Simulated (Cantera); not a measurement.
Input: 1 mol CsCl, 7.6 mol H2, held at 7500 Pa.

Equilibrium computed with Cantera from the NASA thermochemical tables; the gas is ideal and each condensed phase is pure. Candidate condensed phases: Cs, CsCl; 9 gas species. Rates play no part.

Problem. Which condensed phases are stable at each of these points (T (K)): 625, 700, 775, 850, 925, 1000, 1075, 1150, 1225, 1300?

Solution. 
| T (K) | condensed phases | Cs condensed (%) |
|---|---|---|
| 625 | CsCl(s) | 100.0 |
| 700 | CsCl(s) | 100.0 |
| 775 | CsCl(s) | 100.0 |
| 850 | CsCl(s) | 99.7 |
| 925 | CsCl(l) | 97.1 |
| 1000 | CsCl(l) | 85.3 |
| 1075 | CsCl(l) | 40.9 |
| 1150 | gas only | 0.0 |
| 1225 | gas only | 0.0 |
| 1300 | gas only | 0.0 |

From 625 K to 850 K the condensed part is CsCl(s). From 925 K to 1075 K the condensed part is CsCl(l). From 1150 K to 1300 K nothing is condensed.
